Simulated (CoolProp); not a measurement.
Vapour-liquid equilibrium of cyclopentane (1) + ethanol (2) at 408.5 K; x and y are mole fractions of (1).

Model: multi-fluid Helmholtz-energy mixture model, Gedanitz 2015 and Schroeder 2014; pair parameters Bell 2016, in CoolProp.

```
x     bubble pressure (MPa)  y at the bubble point  dew pressure at overall composition x (MPa)  liquid density (mol/L)
----  ---------------------  ---------------------  -------------------------------------------  ----------------------
0.05                 0.7405                  0.135                                       0.6917                   14.06
0.15                 0.9179                  0.360                                       0.7503                   13.11
0.25                  1.076                  0.501                                       0.8217                   12.24
0.35                  1.175                  0.577                                       0.9084                   11.45
0.45                  1.219                  0.614                                        1.014                   10.76
0.55                  1.232                  0.631                                        1.140                   10.16
0.65                  1.235                  0.641                                        1.233                   9.672
0.75                  1.228                  0.659                                        1.141                   9.295
0.85                  1.188                  0.706                                        1.033                   9.020
0.95                  1.043                  0.841                                       0.9341                   8.831
```

y crosses x between x = 0.55 and 0.65: the model has an azeotrope there.

Pair parameters are fitted to limited data, so mixtures are less certain than the pure fluids. With so large a gap from Raoult's law the liquid may split in two, which this calculation doesn't test in full.
